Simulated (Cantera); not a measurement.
Feed: 1 mol AlN, 0.05 mol C, 0.16 mol N2, at 6.40 mbar.

Equilibrium computed with Cantera from the NASA thermochemical tables; the gas is ideal and each condensed phase is pure. Candidate condensed phases: Al, AlN, C; 16 gas species. The numbers say what is thermodynamically allowed, not how fast it happens.

Problem. Which condensed phases are stable at each of these points (T (K)): 2123, 2148, 2173, 2198, 2223, 2248, 2273, 2298, 2323, 2348?

Solution. 
```tsv
T (K)	condensed phases	Al condensed (%)
2123	AlN(s) + C(graphite)	62.3
2148	C(graphite)	0.0
2173	C(graphite)	0.0
2198	C(graphite)	0.0
2223	C(graphite)	0.0
2248	C(graphite)	0.0
2273	C(graphite)	0.0
2298	C(graphite)	0.0
2323	C(graphite)	0.0
2348	C(graphite)	0.0
```

At 2123 K the condensed part is AlN(s) + C(graphite). From 2148 K to 2348 K the condensed part is C(graphite).
